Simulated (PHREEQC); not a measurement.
0.019 g of hydrous ferric oxide (600 m²/g; 0.2 weak and 0.005 strong sites per Fe, Dzombak-Morel constants, diffuse double layer) in 1 kg of water with 0.01 mol/kgw of an inert sodium salt and 0.00017 mmol/kgw ZnSO4, at 25 °C; the pH is set by adding NaOH or the inert anion's acid. Oxygen is held at 0.21 atm. The system is closed to CO2. Precipitation was switched off in this run.

All values are PHREEQC results (ion-association model, wateq4f.dat), not measurements.

### Question
Predict S sorbed (%) at pH = 6.5, 7, 7.5, 9.

### Answer
| pH | S sorbed (%) |
|---|---|
| 6.5 | 10.5 |
| 7 | 1.6 |
| 7.5 | 0.2 |
| 9 | 0.0 |
